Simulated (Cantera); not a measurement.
Charge: 1 mol SiCl4, 2.1 mol HCl, 2.8 mol H2, 2.6 mol Cl2, equilibrated at 1000 °C and 77000 Pa.

Cantera equilibrium calculation (NASA polynomials, part measured and part estimated; ideal gas, pure solids and liquids). Candidate condensed phases: Si; 19 gas species. The tables' values for SiCl3 are old estimates; treat these amounts as uncertain. The numbers say what is thermodynamically allowed, not how fast it happens.

Base state: HCl 0.859, SiCl4 0.117, H2 0.0233, SiCl3 0.000257, SiHCl3 0.000127 (mole fractions); condensed: gas only.

What changes in the equilibrium state with this change: Cl2 from 2.6 to 1.6 mol?


| species | before | after |
|---|---|---|
| HCl | 0.859 | 0.708 |
| H2 | 0.0233 | 0.158 |
| SiCl4 | 0.117 | 0.131 |
| SiCl2 | 3.70e-6 | 4.14e-5 |
| SiHCl3 | 0.000127 | 0.00117 |
| SiCl3 | 0.000257 | 0.000910 |
